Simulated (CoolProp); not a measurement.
Vapour-liquid equilibrium of toluene (1) + o-xylene (2) at 412 kPa; x and y are mole fractions of (1).

Model: multi-fluid Helmholtz-energy mixture model, Lemmon 2006 and Zhou 2012; pair parameters Bell 2016, in CoolProp.

**Question.** Give the bubble temperature and the first vapour's composition at x = 0.45, 0.55, 0.65. Is there an azeotrope?

**Answer.** x = 0.45: 459.7 K, y = 0.616; x = 0.55: 455.9 K, y = 0.708; x = 0.65: 452.4 K, y = 0.787. No azeotrope shows between x = 0.05 and 0.95.

Pair parameters are fitted to limited data, so mixtures are less certain than the pure fluids.
